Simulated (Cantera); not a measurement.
Predominance diagram of Ba at 1300 K against the partial pressures of O2 and H2O (log10, bar). Cantera with NASA thermochemical tables; ideal gases at 1 bar, condensed phases pure. Candidates: Ba(l), BaO(s), Ba(OH)2(l). Only these pure phases compete in this equilibrium. Not in the tables: the peroxide.

**Question.** Which phase is stable at these pairs, and which metal-bearing vapour leads over it? (-2.7, 1); (-19.1, -5.7); (-8.1, -4); (-11.8, 1); (-9, -5.7); (0.1, -15.7); (-12.7, -19)

**Answer.** 
```tsv
log p(O2)	log p(H2O)	phase	chief vapour	log p (bar)
-2.7	1	Ba(OH)2(l)	Ba(OH)2	-3.9
-19.1	-5.7	BaO(s)	BaOH	-9.1
-8.1	-4	BaO(s)	Ba(OH)2	-7.8
-11.8	1	Ba(OH)2(l)	Ba(OH)2	-3.9
-9	-5.7	BaO(s)	Ba(OH)2	-9.5
0.1	-15.7	BaO(s)	BaOH	-18.9
-12.7	-19	BaO(s)	Ba	-12.9
```
